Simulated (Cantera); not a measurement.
An isothermal, constant-pressure homogeneous reactor starts with H₂ : O₂ : N₂ = 0.0095 : 1 : 1.7 (molar parts), equivalence ratio 0.0047, at 1100 K and 2670 Pa.

Model: the H2/O2 subset of GRI-Mech 3.0, which has no nitrogen chemistry, integrated in Cantera. Radical loss at walls, strong at low pressure, is not modelled.

x: mole fraction; the columns are a selection and need not sum to one.

| t (s) | x H₂ | x O₂ | x H | x O | x H₂O |
|---|---|---|---|---|---|
| 0.000200 | 0.00351 | 0.369 | 2.81e-11 | 3.64e-11 | 4.69e-12 |
| 0.000693 | 0.00351 | 0.369 | 6.10e-11 | 2.45e-10 | 1.01e-10 |
| 0.00240 | 0.00351 | 0.369 | 3.94e-10 | 2.86e-9 | 2.57e-9 |
| 0.00833 | 0.00350 | 0.369 | 1.28e-7 | 1.02e-6 | 1.17e-6 |
| 0.0289 | ? | 0.366 | 0.000164 | 0.00224 | 0.00327 |
| 0.100 | ? | 0.367 | 4.07e-5 | 0.00106 | 0.00342 |
| 0.347 | ? | 0.368 | 4.13e-6 | 0.000230 | 0.00348 |
| 1.20 | ? | 0.368 | 1.90e-7 | 2.95e-5 | 0.00350 |
| 4.16 | ? | 0.368 | 7.82e-9 | 3.49e-6 | 0.00351 |
| 14.4 | ? | 0.368 | 4.47e-10 | 5.18e-7 | 0.00351 |
| 50.0 | 5.23e-10 | 0.368 | 3.84e-11 | 1.01e-7 | 0.00351 |

Q: What belongs in the gaps?

A: 
- 0.0289, x H₂: 3.99e-5
- 0.100, x H₂: 6.78e-6
- 0.347, x H₂: 1.44e-6
- 1.20, x H₂: 1.75e-7
- 4.16, x H₂: 1.97e-8
- 14.4, x H₂: 2.78e-9
